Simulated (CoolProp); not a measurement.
Properties of hexamethyldisiloxane (MM) at several states.

Model: reference Helmholtz-energy equation of state, Thol 2016, in CoolProp.

```csv
T (K),p (bar),phase,cv (kJ/(kg K)),expansivity (1/kK)
264.5,96.8,liquid,1.466,1.180
435.1,47.9,liquid,1.881,2.042
319.6,16.3,liquid,1.594,1.435
```
